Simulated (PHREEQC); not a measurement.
A column of 0.5 m (30 cells, dispersivity 0.025 m, 300 s a shift, diffusion coefficient 3e-10 m²/s) holds 0.0059 eq of the database's cation exchanger X per kg of pore water, first in equilibrium with 3.1 mmol/kgw KCl and 0.01 mmol/kgw HCl. It is flushed with 0.0022 mol/kgw PbCl2, 0.0016 mol/kgw SrCl2, 0.00097 mol/kgw BaCl2 and 1e-05 mol/kgw HCl, at 40 °C. Values are for the last cell. CO2 from the air is kept out. Precipitation was switched off in this run.

The series has 31 steps of pore volumes, from 0 to 4.017.

The numbers come from PHREEQC with the ion-association model, phreeqc.dat.

Task: After how many pore volumes does Pb at the outlet first reach half of its feed value?

Result: By 1.6 pore volumes.

Task: After how many pore volumes does Sr at the outlet first reach half of its feed value?

Result: By 1.6 pore volumes.

Task: After how many pore volumes does Ba at the outlet first reach half of its feed value?

Result: By 1.6 pore volumes.

Away from 25 °C the constants follow the database's enthalpies or fits; those with neither stay at their 25 °C values.
